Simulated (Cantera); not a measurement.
Feed: 1 mol HMDSO, 0.19 mol CO2, 1.1 mol N2, at 11.0 Pa.

These are equilibrium values from Cantera (NASA tables, ideal gas, pure condensed phases), not measurements of a reactor. Candidate condensed phases: C, C6H6, C7H8, C8H18, H2O, Si, SiC, SiO2, Si2N2O, Si3N4; 151 gas species. The feed counts by its element totals alone. N2 is the only nitrogen source here; it is nearly inert below about 1500 K, so the nitride shown seldom forms there in practice. Kinetics and transport are ignored. All values below are at 950 K.

Base state: H2 0.966, N2 0.0195, CO 0.0144, CH4 1.72e-5 (mole fractions); condensed: C(graphite) + SiO2(β-quartz) + Si2N2O(s).

Q: What changes in the equilibrium state with this change: pressure from 11.0 Pa to 1.33 mbar?

A: 
```
species               before     after
-------------------  -------  --------
H2                     0.966     0.973
N2                    0.0195    0.0236
CO                    0.0144   0.00290
CH4                  1.72e-5  0.000212
C(graphite), mol        6.06      6.16
SiO2(β-quartz), mol    0.164     0.235
Si2N2O(s), mol         0.918     0.882
```
